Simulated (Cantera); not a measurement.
A perfectly stirred reactor is fed with 3.03 % C2H6, 97.0 % H2, at 0.398 Torr; it is held at 1675 K, and followed from long to short residence time.

Model: GRI-Mech 3.0 (53 species, 325 reactions), integrated in Cantera. GRI-Mech 3.0 stops at C3 and has no aromatics, soot or wall deposition, so with more carbon than oxygen in the feed, carbon stays in small species such as C2H2 where larger ones or solid carbon would form. Radical loss at walls, strong at low pressure, is not modelled.

Q: Predict: x(C2H6) at τ = 1.50 s; x(H2) at τ = 1.50 s; x(CH4) at τ = 1.50 s; x(C2H4) at τ = 1.50 s; x(CH3) at τ = 1.50 s; x(C2H6) at τ = 22.0 ms; x(H2) at τ = 22.0 ms; x(CH4) at τ = 22.0 ms; x(C2H4) at τ = 22.0 ms; x(CH3) at τ = 22.0 ms.

A: 
| Property | Value |
|---|---|
| x(C2H6) at τ = 1.50 s | 7.63e-5 |
| x(H2) at τ = 1.50 s | 0.954 |
| x(CH4) at τ = 1.50 s | 0.0253 |
| x(C2H4) at τ = 1.50 s | 0.000350 |
| x(CH3) at τ = 1.50 s | 0.00187 |
| x(C2H6) at τ = 22.0 ms | 0.00377 |
| x(H2) at τ = 22.0 ms | 0.948 |
| x(CH4) at τ = 22.0 ms | 0.0318 |
| x(C2H4) at τ = 22.0 ms | 0.00415 |
| x(CH3) at τ = 22.0 ms | 0.00481 |
